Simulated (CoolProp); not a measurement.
Aqueous potassium formate as a coolant, at 32 °C, 1 atm.

The numbers come from the Melinder's fits for secondary coolants in CoolProp.

```
mass %  freezing point (°C)  viscosity (mPa s)  density (kg/m³)  cp (kJ/(kg K))  conductivity (W/(m K))
------  -------------------  -----------------  ---------------  --------------  ----------------------
3.8                    -1.7              0.834             1019           4.037                   0.608
8.2                       …              0.889             1045           3.879                   0.598
12.6                   -6.5              0.942             1072           3.724                   0.589
17                     -9.4               1.01             1099           3.574                   0.581
21.3                  -12.7               1.10             1126           3.431                   0.573
25.7                  -16.6               1.21             1156           3.292                   0.565
30.1                  -21.3               1.32                …           3.161                   0.556
34.5                      …               1.45             1217           3.039                       …
```

Q: Some entries are withheld; supply them.

A: 
- 8.2, freezing point (°C): -3.9
- 30.1, density (kg/m³): 1186
- 34.5, freezing point (°C): -26.8
- 34.5, conductivity (W/(m K)): 0.545
